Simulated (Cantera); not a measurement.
A closed system holds: 1 mol HMDSO, 2.3 mol O3, 32 mol H2, 1.9 mol O2, equilibrated at 802 °C and 1.00 bar.

Equilibrium computed with Cantera from the NASA thermochemical tables; the gas is ideal and each condensed phase is pure. Candidate condensed phases: C, C6H6, C7H8, C8H18, H2O, Si, SiC, SiO2; 123 gas species. The feed counts by its element totals alone. The numbers say what is thermodynamically allowed, not how fast it happens.

Base state: H2 0.830, CO 0.115, H2O 0.0402, CH4 0.00930, CO2 0.00597 (mole fractions); condensed: SiO2(β-quartz).

Task: What changes in the equilibrium state with this change: O3 from 2.3 to 0.074 mol?

Result: 
```tsv
species	before	after
H2	0.830	0.935
CH4	0.00930	0.0394
CO	0.115	0.0225
H2O	0.0402	0.00266
CO2	0.00597	6.91e-5
SiO2(β-quartz), mol	2.00	2.00
C(graphite), mol	0	3.50
```

Task: What changes in the equilibrium state with this change: O3 from 2.3 to 0.63 mol?

Result: 
```tsv
species	before	after
H2	0.830	0.900
CO	0.115	0.0569
CH4	0.00930	0.0365
H2O	0.0402	0.00647
CO2	0.00597	0.000440
SiO2(β-quartz), mol	2.00	2.00
C(graphite), mol	0	2.07
```
